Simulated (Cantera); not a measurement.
Feed: 1 mol Si₂Cl₆, 4 mol HCl, 9.4 mol H₂, 0.01 mol Cl₂, at 0.900 Torr.

These are equilibrium values from Cantera (NASA tables, ideal gas, pure condensed phases), not measurements of a reactor. Candidate condensed phases: Si; 19 gas species. The feed counts by its element totals alone. The tables' values for SiCl₃ are old estimates; treat these amounts as uncertain. The numbers say what is thermodynamically allowed, not how fast it happens. All values below are at 950 °C.

Base state: H₂ 0.591, HCl 0.281, SiCl₂ 0.0649, SiCl₄ 0.0423, SiCl₃ 0.0186, SiHCl₃ 0.00275, SiH₂Cl₂ 2.38e-5 (mole fractions); condensed: gas only.

### Question
What changes in the equilibrium state with this change: HCl from 4 to 0.32 mol?

### Answer
```csv
species,before,after
H₂,0.591,0.688
HCl,0.281,0.170
SiCl₂,0.0649,0.102
SiCl₄,0.0423,0.0208
SiCl₃,0.0186,0.0163
SiH₂Cl₂,2.38e-5,4.35e-5
SiHCl₃,0.00275,0.00261
"Si(s), mol",0,0.252
```
